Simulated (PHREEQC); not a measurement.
Leach liquor (model solution)

A solution holds 7 mmol/kgw HCl and 92 mmol/kgw MnSO4, at 25 °C. Closed to the air; pH follows from the charge balance.

All values are PHREEQC results (ion-association model, phreeqc.dat), not measurements.

No solid was allowed to form.

Question: What pH, ionic strength does the model give?

Answer: pH 2.64; ionic strength 0.207 mol/kgw.

Question: In which forms is S present?

Answer: SO4-2 52 %, MnSO4 43 %, HSO4- 4.5 % of the S.

Complexes and solids missing from the database can't appear.
